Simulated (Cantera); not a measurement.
Feed: 1 mol SiCl₄, 0.9 mol C₂H₄, 810 mol H₂, held at 2148 K and 13000 Pa.

These are equilibrium values from Cantera (NASA tables, ideal gas, pure condensed phases), not measurements of a reactor. Candidate condensed phases: C, C₆H₆, C₇H₈, C₈H₁₈, Si, SiC; 109 gas species. Gases not in the tables: Si₂H₆ and higher silanes. Equilibrium is a limit: real reactors are often held back by kinetics, nucleation or transport.

Base state: H₂ 0.983, H 0.0115, HCl 0.00482, C₂H₂ (acetylene) 0.000656, Si 0.000261, SiH 4.59e-5, Cl 4.12e-5, SiH₂ 3.53e-5 (mole fractions); condensed: SiC(s).

Question: What changes in the equilibrium state with this change: SiCl₄ replaced by SiH₂Cl₂?

Answer: 
```tsv
species	before	after
H₂	0.983	0.985
H	0.0115	0.0115
HCl	0.00482	0.00241
Cl	4.12e-5	2.06e-5
Si	0.000261	0.000262
SiH₂	3.53e-5	3.55e-5
C₂H₂ (acetylene)	0.000656	0.000652
SiH	4.59e-5	4.61e-5
Si₂C	1.28e-5	1.28e-5
CH₄	2.19e-5	2.19e-5
SiC(s), mol	0.680	0.686
```
